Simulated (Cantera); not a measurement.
Mixture: 9.54 % CH₄, 2.48 % CO, 18.5 % O₂, 69.5 % N₂, equivalence ratio 1.1, at 6.02 atm, adiabatic and at constant volume. Ignition delay is the time to a rise of 400 K.

Detailed kinetics in Cantera: GRI-Mech 3.0 (53 species, 325 reactions).

Question: Predict: delay at 1048 K; delay at 1123 K; delay at 1198 K; delay at 1273 K; delay at 1348 K; delay at 1423 K; delay at 1498 K; apparent activation energy between 1348 and 1498 K.

Answer: 
| Item | Result |
|---|---|
| delay at 1048 K | 0.110 s |
| delay at 1123 K | 32.3 ms |
| delay at 1198 K | 10.8 ms |
| delay at 1273 K | 3.96 ms |
| delay at 1348 K | 1.57 ms |
| delay at 1423 K | 0.668 ms |
| delay at 1498 K | 0.301 ms |
| apparent activation energy between 1348 and 1498 K | 190 kJ/mol |
